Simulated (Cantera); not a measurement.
What does this Cantera script print?

```python
import numpy as np
import cantera as ct

gas_names = [...]  # 113 gases of nasa_gas.yaml made of C, H, O, Pb
cond_names = """
    C(gr) C6H6(L) C7H8(L) C8H18(L),n-octa H2O(s) H2O(L) Pb(cr) Pb(L) PbO(rd) PbO(yw) PbO(L) PbO2(s)
    Pb3O4(s)
""".split()


# ... load() reads the species with a 1 bar reference pressure and builds the phases ...
atoms = {
    'PbO': {'Pb': 1, 'O': 1},
    'CH4': {'C': 1, 'H': 4},
    'CO': {'C': 1, 'O': 1},
}
top_T = {'C(gr)': 4500, 'Pb3O4(s)': 820}  # K; cautious upper limits of use, not melting points


# ... equilibrate(T, P, feed) seeds the gas with the atoms and calls Mixture.equilibrate('TP', solver="vcs", rtol=1e-11, max_steps=5000) ...
results = []
feed = {'PbO': 1, 'CH4': 0.85, 'CO': 0.037}  # mol
for P in [10, 36, 130, 460, 1700, 6000, 22000, 77000, 280000, 1000000]:
    for T in [1175, 1325, 1475, 1625, 1775, 1925, 2075, 2225, 2375, 2525]:
        mix = equilibrate(T, P, feed)
        results.append((T, P, feed, dict(zip(mix.species_names, mix.species_moles))))

for T, P, feed, n in results:
    print(f"{T:7g} {P:10.4g}  " + (" + ".join(c for c in cond_names if n.get(c, 0) > 1e-12) or "gas only"))
```

Output:

```
   1175         10  gas only
   1325         10  gas only
   1475         10  gas only
   1625         10  gas only
   1775         10  gas only
   1925         10  gas only
   2075         10  gas only
   2225         10  gas only
   2375         10  gas only
   2525         10  gas only
   1175         36  gas only
   1325         36  gas only
   1475         36  gas only
   1625         36  gas only
   1775         36  gas only
   1925         36  gas only
   2075         36  gas only
   2225         36  gas only
   2375         36  gas only
   2525         36  gas only
   1175        130  gas only
   1325        130  gas only
   1475        130  gas only
   1625        130  gas only
   1775        130  gas only
   1925        130  gas only
   2075        130  gas only
   2225        130  gas only
   2375        130  gas only
   2525        130  gas only
   1175        460  Pb(L)
   1325        460  gas only
   1475        460  gas only
   1625        460  gas only
   1775        460  gas only
   1925        460  gas only
   2075        460  gas only
   2225        460  gas only
   2375        460  gas only
   2525        460  gas only
   1175       1700  Pb(L)
   1325       1700  Pb(L)
   1475       1700  gas only
   1625       1700  gas only
   1775       1700  gas only
   1925       1700  gas only
   2075       1700  gas only
   2225       1700  gas only
   2375       1700  gas only
   2525       1700  gas only
   1175       6000  Pb(L)
   1325       6000  Pb(L)
   1475       6000  gas only
   1625       6000  gas only
   1775       6000  gas only
   1925       6000  gas only
   2075       6000  gas only
   2225       6000  gas only
   2375       6000  gas only
   2525       6000  gas only
   1175    2.2e+04  Pb(L)
   1325    2.2e+04  Pb(L)
   1475    2.2e+04  Pb(L)
   1625    2.2e+04  gas only
   1775    2.2e+04  gas only
   1925    2.2e+04  gas only
   2075    2.2e+04  gas only
   2225    2.2e+04  gas only
   2375    2.2e+04  gas only
   2525    2.2e+04  gas only
   1175    7.7e+04  Pb(L)
   1325    7.7e+04  Pb(L)
   1475    7.7e+04  Pb(L)
   1625    7.7e+04  Pb(L)
   1775    7.7e+04  gas only
   1925    7.7e+04  gas only
   2075    7.7e+04  gas only
   2225    7.7e+04  gas only
   2375    7.7e+04  gas only
   2525    7.7e+04  gas only
   1175    2.8e+05  Pb(L)
   1325    2.8e+05  Pb(L)
   1475    2.8e+05  Pb(L)
   1625    2.8e+05  Pb(L)
   1775    2.8e+05  Pb(L)
   1925    2.8e+05  Pb(L)
   2075    2.8e+05  gas only
   2225    2.8e+05  gas only
   2375    2.8e+05  gas only
   2525    2.8e+05  gas only
   1175      1e+06  Pb(L)
   1325      1e+06  Pb(L)
   1475      1e+06  Pb(L)
   1625      1e+06  Pb(L)
   1775      1e+06  Pb(L)
   1925      1e+06  Pb(L)
   2075      1e+06  Pb(L)
   2225      1e+06  Pb(L)
   2375      1e+06  gas only
   2525      1e+06  gas only
```

Equilibrium computed with Cantera from the NASA thermochemical tables; the gas is ideal and each condensed phase is pure.
